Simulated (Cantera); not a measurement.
Input: 1 mol Si, 3.9 mol N2O, 180 mol N2, 0.028 mol H2O, at 10.0 mbar.

Equilibrium computed with Cantera from the NASA thermochemical tables; the gas is ideal and each condensed phase is pure. Candidate condensed phases: H2O, Si, SiO2, Si2N2O, Si3N4; 35 gas species. The tables hold silica as quartz up to 1696 K and as liquid above; real silica turns to tridymite and cristobalite and melts near 1996 K. Equilibrium is a limit: real reactors are often held back by kinetics, nucleation or transport.

x: gas mole fraction; n: condensed amount in mol.

| T (°C) | x N2 | x O2 | x NO | x H2O | x O | n SiO2(β-quartz) | n SiO2(condensed) |
|---|---|---|---|---|---|---|---|
| 1300 | 0.995 | 0.00498 | ___ | 0.000148 | 7.37e-6 | 1.000 | 0 |
| 1325 | 0.995 | 0.00497 | ___ | 0.000147 | 9.98e-6 | 1.000 | 0 |
| 1350 | 0.995 | 0.00495 | ___ | 0.000146 | 1.34e-5 | 1.000 | 0 |
| 1375 | 0.994 | 0.00492 | ___ | 0.000145 | 1.78e-5 | 1.000 | 0 |
| 1400 | 0.994 | 0.00490 | ___ | 0.000144 | 2.34e-5 | 1.000 | 0 |
| 1425 | 0.994 | 0.00487 | ___ | 0.000142 | 3.05e-5 | 0 | 1.000 |
| 1450 | 0.994 | 0.00484 | ___ | 0.000140 | 3.96e-5 | 0 | 1.000 |

Task: What belongs in the gaps?

Result: 
- 1300, x NO: 0.000298
- 1325, x NO: 0.000332
- 1350, x NO: 0.000368
- 1375, x NO: 0.000407
- 1400, x NO: 0.000448
- 1425, x NO: 0.000493
- 1450, x NO: 0.000540
